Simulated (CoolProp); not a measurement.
Saturated liquid density (kg/m³) of dodecamethylpentasiloxane (MD3M): the reference equation beside estimates from Tc = 628.0 K, pc = 9.540 bar, ω = 0.730. Rackett uses Z = 0.29056 − 0.08775 ω.

Computed with CoolProp (reference Helmholtz-energy equation of state, Thol 2019).

```tsv
T (K)	reference	Rackett	van der Waals	Soave-Redlich-Kwong	Peng-Robinson
317.7	851.0	?	459.4	727.0	815.1
319.9	848.9	1042	458.5	725.9	813.9
322.1	?	1040	457.6	724.7	812.7
324.3	844.6	1037	456.7	723.6	811.6
326.5	842.5	?	455.8	722.5	810.4
328.7	840.3	1032	454.8	721.3	809.2
330.9	838.2	1029	453.9	720.2	807.9
333.1	836.1	1027	453.0	719.0	806.7
335.3	833.9	1024	452.0	717.8	805.5
337.5	831.8	1022	451.1	716.7	804.2
339.7	829.7	1019	450.1	715.5	802.9
341.9	827.5	?	449.2	714.2	801.6
344.1	825.4	1014	448.2	713.0	800.4
```

Problem. Some entries are withheld; supply them.

Solution. 
- 317.7, Rackett: 1045
- 322.1, reference: 846.7
- 326.5, Rackett: 1035
- 341.9, Rackett: 1016

Absolute difference from the reference over all 13 rows, mean and median: Rackett 22.8 and 22.8 %, van der Waals 45.9 and 45.8 %, Soave-Redlich-Kwong 14.1 and 14.1 %, Peng-Robinson 3.6 and 3.6 %.
